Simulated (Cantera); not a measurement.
**Transport properties of process gases**

Gas mixture: 64.5 % O2, 35.5 % NO, at 9.87 atm, frozen composition.

Cantera's kinetic-theory transport with the Lennard-Jones parameters of GRI-Mech 3.0, ideal gas; thermal conductivity in the mixture-averaged form. The composition is frozen, though it would react at the higher temperatures.

```tsv
T (K)	ρ (kg/m³)	cp (J/kg/K)	μ (µPa s)	λ (mW/m/K)	Pr	D (cm²/s) NO	D (cm²/s) C2H2	D (cm²/s) H2
400	9.41	960.8	24.7	33.3	0.713	0.0344	0.0282	0.132
650	5.79	1030	34.7	50.4	0.708	0.0787	0.0660	0.297
900	4.18	1087	43.0	66.0	0.709	0.136	0.115	0.510
1150	3.27	1124	50.5	80.2	0.708	0.205	0.174	0.765
1400	2.69	1150	57.4	93.4	0.707	0.284	0.241	1.06
1650	2.28	1171	63.9	106	0.707	0.373	0.317	1.39
1900	1.98	1189	70.0	118	0.707	0.471	0.401	1.76
2150	1.75	1205	75.8	129	0.707	0.578	0.492	2.16
2400	1.57	1219	81.4	140	0.707	0.693	0.591	2.59
```
D: mixture-averaged diffusion coefficient of that species in the mixture.
